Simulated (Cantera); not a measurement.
A closed system holds: 1 mol Ta(OEt)₅, 1.4 mol O₂, 160 mol H₂, held at 0.950 bar.

Method: chemical equilibrium by Gibbs-energy minimisation in Cantera with the NASA 1993 tables (ideal gas, pure condensed phases). Candidate condensed phases: C, C₆H₆, C₇H₈, C₈H₁₈, H₂O, Ta, TaC, Ta₂O₅; 113 gas species. The feed counts by its element totals alone. TaC: taken at fixed stoichiometry. Condensed phases not in the tables: Ta₂C. Equilibrium is a limit: real reactors are often held back by kinetics, nucleation or transport. All values below are at 1973 K.

Base state: H₂ 0.954, CO 0.0432, H 0.00135, C₂H₂ (acetylene) 0.000611, CH₄ 0.000395, CH₃ 1.11e-5 (mole fractions); condensed: C(graphite) + TaC(s).

### Question
What changes in the equilibrium state with this change: Ta(OEt)₅ replaced by Nb?

### Answer
```tsv
species	before	after
H₂	0.954	0.988
H₂O	5.12e-6	0.0110
H	0.00135	0.00138
CO	0.0432	0
C₂H₂ (acetylene)	0.000611	0
CH₄	0.000395	0
C(graphite), mol	0.905	0
TaC(s), mol	1.00	0
NbO(s), mol	0	0.968
NbO₂(s), mol	0	0.0316
```
Mutual solubility and eutectic melting of coexisting phases are not modelled. NbO: taken at fixed stoichiometry. Condensed phases not in the tables: the oxides between NbO₂ and Nb₂O₅. Further candidate phases: Nb, NbO, NbO₂, Nb₂O₅.

### Question
What changes in the equilibrium state with this change: pressure from 0.950 bar to 0.170 Pa?

### Answer
| species | before | after |
|---|---|---|
| H | 0.00135 | 0.616 |
| H₂ | 0.954 | 0.354 |
| CO | 0.0432 | 0.0299 |
| CH₄ | 0.000395 | <1e-9 |
| CH₃ | 1.11e-5 | 3.36e-9 |
| C₂H₂ (acetylene) | 0.000611 | 0.000227 |
| C(graphite), mol | 0.905 | 1.07 |
| TaC(s), mol | 1.00 | 1.00 |

### Question
What changes in the equilibrium state with this change: O₂ from 1.4 to 0.11 mol?

### Answer
| species | before | after |
|---|---|---|
| H₂ | 0.954 | 0.968 |
| CO | 0.0432 | 0.0294 |
| H | 0.00135 | 0.00136 |
| CH₄ | 0.000395 | 0.000407 |
| CH₃ | 1.11e-5 | 1.14e-5 |
| C₂H₂ (acetylene) | 0.000611 | 0.000620 |
| C(graphite), mol | 0.905 | 3.48 |
| TaC(s), mol | 1.00 | 1.00 |
